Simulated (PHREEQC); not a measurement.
A column of 1 m (40 cells, dispersivity 0.035 m, 720 s a shift, diffusion coefficient 3e-10 m²/s) holds 0.0029 eq of the database's cation exchanger X per kg of pore water, first in equilibrium with 0.071 mol/kgw CdCl2, 0.0011 mol/kgw ZnSO4, 0.069 mol/kgw KCl and 1e-05 mol/kgw HCl. It is flushed with 0.00074 mol Na2SO4 and 1e-05 mol HCl per kg of water, at 25 °C. Values are for the last cell. CO2 from the air is kept out. No solid was allowed to form.

Base run: PHREEQC, ion-association model, phreeqc.dat. Each further column changes one thing. The table gives K in solution (mol/kgw).

```
pore volumes      base  exchange capacity from 0.0029 to 0.0014 eq/kgw  dispersivity from 0.035 to 0.07 m
------------  --------  ----------------------------------------------  ---------------------------------
0               0.0690                                          0.0690                             0.0690
0.6125          0.0665                                          0.0664                             0.0614
1.413          0.00667                                             [?]                             0.0102
2.013         0.000491                                             [?]                                [?]
2.612         0.000106                                         3.24e-5                           0.000312
3.413          2.27e-5                                         2.58e-6                            7.01e-5
4.013          6.88e-6                                         4.03e-7                            2.87e-5
4.612          1.99e-6                                         6.52e-8                            1.23e-5
5.412          3.78e-7                                             [?]                            4.09e-6
6.013          1.10e-7                                             [?]                            1.83e-6
```

Q: What belongs in the gaps?

A: 
- 1.413, exchange capacity from 0.0029 to 0.0014 eq/kgw: 0.00586
- 2.013, exchange capacity from 0.0029 to 0.0014 eq/kgw: 0.000305
- 2.013, dispersivity from 0.035 to 0.07 m: 0.00163
- 5.412, exchange capacity from 0.0029 to 0.0014 eq/kgw: 6.13e-9
- 6.013, exchange capacity from 0.0029 to 0.0014 eq/kgw: 1.09e-9
